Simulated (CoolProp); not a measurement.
Vapour pressure (MPa) of CH3F (R41): the reference equation beside estimates from Tc = 317.3 K, pc = 5.906 MPa, ω = 0.200. Clausius-Clapeyron is anchored at 269 K with a constant enthalpy of vaporisation of 11.74 kJ/mol.

The numbers come from the reference Helmholtz-energy equation of state, Lemmon 2006 in CoolProp. It is a short technical equation, of lower accuracy than the large ones.

```tsv
T (K)	reference	Lee-Kesler	Clausius-Clapeyron	van der Waals	Redlich-Kwong	Soave-Redlich-Kwong	Peng-Robinson
247.5	0.9489	0.9633	1.153	2.013	1.211	0.9667	0.9560
252.8	1.126	1.144	1.300	2.222	1.411	1.149	1.136
258.2	1.330	1.352	1.461	2.449	1.638	1.361	1.344
263.6	1.560	1.586	1.634	2.690	1.889	1.599	1.580
269	1.820	1.849	1.820	2.946	2.165	1.867	1.844
274.4	2.110	2.142	2.018	3.216	2.467	2.167	2.141
279.7	2.428	2.462	2.225	3.496	2.789	2.493	2.465
285.1	2.788	2.824	2.448	3.796	3.146	2.860	2.830
290.5	3.187	3.223	2.684	4.111	3.531	3.266	3.235
295.9	3.628	3.665	2.933	4.441	3.947	3.711	3.681
301.3	4.117	4.152	3.195	4.787	4.394	4.197	4.171
306.7	4.658	4.689	3.470	5.150	4.872	4.729	4.708
```

Absolute difference from the reference over all 12 rows, mean and median: Lee-Kesler 1.3 and 1.5 %, Clausius-Clapeyron 13.3 and 13.8 %, van der Waals 53.2 and 48.2 %, Redlich-Kwong 16.0 and 15.9 %, Soave-Redlich-Kwong 2.3 and 2.4 %, Peng-Robinson 1.3 and 1.3 %.
